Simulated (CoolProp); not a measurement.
Vapour-liquid equilibrium of R22 (1) + C3F8 (R218) (2) at 1.05 MPa; x and y are mole fractions of (1).

Model: multi-fluid Helmholtz-energy mixture model, Kamei 1995 and Lemmon 2006; pair parameters Bell 2016, in CoolProp.

Question: Give the bubble temperature and the first vapour's composition at x = 0.45, 0.65, 0.85. Is there an azeotrope?

Answer: x = 0.45: 292.2 K, y = 0.521; x = 0.65: 291.5 K, y = 0.637; x = 0.85: 293.2 K, y = 0.779. y crosses x between x = 0.55 and 0.65: the model has an azeotrope there.

Pair parameters are fitted to limited data, so mixtures are less certain than the pure fluids.
